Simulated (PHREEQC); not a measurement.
## Sulfide liquor: speciation

A solution holds 0.0023 mol/kgw Na2S and 3.2e-05 mol/kgw BaCl2, at 25 °C. It is in equilibrium with CO2 at log p = -1 (atm). Otherwise closed; pH follows from the charge balance.

The numbers come from PHREEQC with the ion-association model, phreeqc.dat.

Precipitation was switched off in this run.

### Question
Estimate the pH.

### Answer
pH 6.40.

### Question
In which forms is Ba present?

### Answer
Ba+2 97 %, BaHCO3+ 2.8 % of the Ba.

Complexes and solids missing from the database can't appear.
